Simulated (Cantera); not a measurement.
Cantera run:

```python
import numpy as np
import cantera as ct

gas_names = """
    H H2 N NH NH2 NH3 N2 N2H2 N2H4 Si SiH SiH2 SiH3 SiH4 SiN Si2 Si2N Si3
""".split()
cond_names = """
    Si(cr) Si(L) Si3N4(a)
""".split()


# ... load() reads the species with a 1 bar reference pressure and builds the phases ...
atoms = {
    'Si3N4': {'Si': 3, 'N': 4},
    'H2': {'H': 2},
    'Si': {'Si': 1},
}
top_T = {'Si3N4(a)': 2400}  # K; cautious upper limits of use, not melting points


# ... equilibrate(T, P, feed) seeds the gas with the atoms and calls Mixture.equilibrate('TP', solver="vcs", rtol=1e-11, max_steps=5000) ...
results = []
feed = {'Si3N4': 1, 'H2': 0.19, 'Si': 0.035}  # mol
P = 46  # Pa
for T in [1673, 1823, 1973, 2123, 2273, 2423, 2573, 2723, 2873, 3023]:
    mix = equilibrate(T, P, feed)
    results.append((T, P, feed, dict(zip(mix.species_names, mix.species_moles))))

top = {s: max(r[3][s] / sum(r[3][g] for g in gas_names) for r in results) for s in gas_names}
cols = sorted((s for s in top if top[s] > 0.001), key=lambda s: -top[s])[:8]
seen = [c for c in cond_names if any(r[3].get(c, 0) > 1e-12 for r in results)]
print("log10 of partial pressures in bar; condensed amounts in mol")
print(f"{'T/K':>10s}" + "".join(f"{s[:9]:>10s}" for s in cols + seen))
for T, P, feed, n in results:
    ng = sum(n[g] for g in gas_names)
    print(f"{T:10.4g}" + "".join(f"{np.log10(max(n[s] / ng * P / 1e5, 1e-99)):10.3f}" for s in cols)
          + "".join(f"{n.get(c, 0):10.4g}" for c in seen))
```

Result:

```
log10 of partial pressures in bar; condensed amounts in mol
       T/K        N2        Si        H2         H       Si2      Si2N       SiN       Si3    Si(cr)     Si(L)
      1673    -3.377    -6.379    -4.404    -6.145    -8.794    -7.991    -8.246    -9.401     3.033         0
      1823    -3.382    -5.355    -4.420    -5.573    -7.544    -7.233    -7.429    -8.172         0     3.012
      1973    -3.412    -4.501    -4.484    -5.112    -6.514    -6.634    -6.763    -7.177         0     2.864
      2123    -3.595    -3.770    -4.777    -4.834    -5.633    -6.200    -6.271    -6.327         0     1.636
      2273    -3.763    -3.589    -5.221    -4.686    -5.777    -6.737    -6.303    -6.952         0         0
      2423    -3.767    -3.589    -5.617    -4.560    -6.220    -7.453    -6.417    -7.976         0         0
      2573    -3.769    -3.589    -6.097    -4.513    -6.613    -8.085    -6.517    -8.883         0         0
      2723    -3.770    -3.589    -6.580    -4.498    -6.962    -8.647    -6.604    -9.689         0         0
      2873    -3.770    -3.589    -7.030    -4.494    -7.275    -9.151    -6.682   -10.411         0         0
      3023    -3.770    -3.589    -7.442    -4.492    -7.558    -9.604    -6.752   -11.062         0         0
```

These are equilibrium values from Cantera (NASA tables, ideal gas, pure condensed phases), not measurements of a reactor. The tables' values for SiN are old estimates; treat these amounts as uncertain.
